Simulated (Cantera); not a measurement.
A closed system holds: 1 mol Ta2O5, 8.5 mol CO, 0.24 mol H2, 4.6 mol C, at 1227 °C and 0.120 bar.

Cantera equilibrium calculation (NASA polynomials, part measured and part estimated; ideal gas, pure solids and liquids). Candidate condensed phases: C, C6H6, C7H8, C8H18, H2O, Ta, TaC, Ta2O5; 113 gas species. Mutual solubility and eutectic melting of coexisting phases are not modelled. TaC: taken at fixed stoichiometry. Condensed phases not in the tables: Ta2C. Equilibrium is a limit: real reactors are often held back by kinetics, nucleation or transport.

Base state: CO 0.979, H2 0.0199, CO2 0.00110, H2O 5.80e-5 (mole fractions); condensed: TaC(s) + Ta2O5(s).

### Question
What changes in the equilibrium state with this change: Ta2O5 replaced by TiO2?

### Answer
```json
[
 {"species": "CO", "before": "0.979", "after": "0.978"},
 {"species": "H2", "before": "0.0199", "after": "0.0223"},
 {"species": "CO2", "before": "0.00110", "after": "7.61e-5"},
 {"species": "H2O", "before": "5.80e-5", "after": "4.50e-6"},
 {"species": "TaC(s), mol", "before": "1.32", "after": "0"},
 {"species": "Ta2O5(s), mol", "before": "0.341", "after": "0"},
 {"species": "C(graphite), mol", "before": "0", "after": "1.60"},
 {"species": "TiC(s), mol", "before": "0", "after": "1.00"}
]
```
TiC: taken at fixed stoichiometry. Further candidate phases: Ti, TiC, TiO, TiO2, Ti2O3, Ti3O5, Ti4O7.
